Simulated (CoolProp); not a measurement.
Vapour-liquid equilibrium of propane (1) + isohexane (2) at 36.5 kPa; x and y are mole fractions of (1).

Values from CoolProp's multi-fluid Helmholtz-energy mixture model, Lemmon 2009 and Lemmon 2006; pair parameters Bell 2016.

```tsv
x	bubble temperature (K)	y at the bubble point	dew temperature at overall composition x (K)	liquid density (mol/L)
0.05	276.6	0.717	303.2	7.906
0.125	254.5	0.921	301.2	8.396
0.2	242.8	0.965	299.1	8.802
0.275	235.4	0.981	296.7	9.184
0.35	230.1	0.989	294.2	9.565
0.425	226.1	0.992	291.4	9.955
0.5	222.9	0.995	288.4	10.36
0.575	220.2	0.996	284.9	10.78
0.65	218.0	0.998	280.9	11.23
0.725	216.0	0.998	276.1	11.70
0.8	214.3	0.999	270.1	12.20
0.875	212.7	0.999	261.9	12.73
0.95	211.2	1.000	247.9	13.30
```

No azeotrope shows between x = 0.05 and 0.95.

The pair parameters rest on a limited set of measurements; away from them the model extrapolates.
